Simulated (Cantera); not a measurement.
**Equilibrium for carbon deposition, reforming and gasification: C2H6 + H2O + H2**

Charge: 1 mol C2H6, 0.41 mol H2O, 2.6 mol H2, held at 21.0 bar.

Cantera equilibrium calculation (NASA polynomials, part measured and part estimated; ideal gas, pure solids and liquids). Candidate condensed phases: C, C6H6, C7H8, C8H18, H2O; 131 gas species. Ions and electrons are included (thermal ionisation). Kinetics and transport are ignored.

| T (K) | x H2 | x H | x C2H2 (acetylene) | x CO | x C | x C2H | x C2 | x C3 | n C(graphite) |
|---|---|---|---|---|---|---|---|---|---|
| 2500 | 0.918 | 0.00526 | 0.00993 | 0.0639 | 7.93e-9 | 4.08e-6 | 2.18e-9 | 2.37e-8 | 1.44 |
| 3000 | 0.848 | 0.0317 | 0.0528 | 0.0629 | 2.41e-6 | 0.000339 | 1.51e-6 | 1.49e-5 | 0.840 |
| 3500 | 0.719 | 0.109 | 0.0967 | 0.0602 | 0.000112 | 0.00463 | 9.77e-5 | 0.000690 | 0 |
| 4000 | 0.580 | 0.265 | 0.0706 | 0.0544 | 0.00141 | 0.0158 | 0.00111 | 0.00432 | 0 |
| 4500 | 0.392 | 0.473 | 0.0318 | 0.0462 | 0.00854 | 0.0261 | 0.00527 | 0.0108 | 0 |
| 5000 | 0.219 | 0.656 | 0.00808 | 0.0388 | 0.0285 | 0.0212 | 0.0114 | 0.0111 | 0 |
x: gas mole fraction; n: condensed amount in mol.

From 2500 K to 3000 K the condensed part is C(graphite). From 3500 K to 5000 K nothing is condensed. The main C-bearing gas is CO at 2500 K and C2H at 5000 K.
